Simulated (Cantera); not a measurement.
An isothermal, constant-pressure homogeneous reactor starts with N2O : H2 : N2 = 1 : 0.0042 : 1.6 (molar parts), at 1050 K and 20.0 Torr.

Model: GRI-Mech 3.0 (53 species, 325 reactions), integrated in Cantera. GRI-Mech 3.0 was tuned for natural gas; its chemistry of N2O as a main component is partial and can be far from experiment. Radical loss at walls, strong at low pressure, is not modelled. The mechanism lacks the step 2 NO + O2 → 2 NO2, which can matter for NO2 below about 1400 K. The temperature is held fixed by assumption; the heat of reaction is taken as removed at once.

x: mole fraction; the columns are a selection and need not sum to one.

```
t (s)     x N2O      x H2     x HO2     x NO2       x H   x N2      x NO
--------  -----  --------  --------  --------  --------  -----  --------
5.00e-5   0.384   0.00161    <1e-12    <1e-12  1.89e-11  0.614  1.55e-11
0.000271  0.384   0.00161    <1e-12    <1e-12  3.88e-10  0.614  4.19e-10
0.00147   0.384   0.00161  9.12e-11    <1e-12   4.08e-9  0.614   8.51e-9
0.00794   0.384   0.00161   5.99e-9    <1e-12   2.61e-8  0.614   8.46e-8
0.0430    0.384   0.00160   1.64e-7  8.55e-10   1.15e-7  0.614   6.10e-7
0.233     0.384         …   7.79e-7   1.53e-7   2.11e-7  0.615   3.84e-6
1.26      0.383         …   5.70e-7   1.80e-6   8.19e-8  0.616   1.65e-5
6.82      0.380         …   1.30e-7   1.54e-5   2.86e-9  0.617   7.29e-5
36.9      0.372         …   2.47e-8   3.34e-5  4.22e-11  0.622  0.000420
200       0.329  3.57e-10   5.22e-9   3.68e-5  4.74e-11  0.646   0.00221
```

What belongs in the gaps?


- 0.233, x H2: 0.00140
- 1.26, x H2: 0.000641
- 6.82, x H2: 4.84e-5
- 36.9, x H2: 1.13e-8
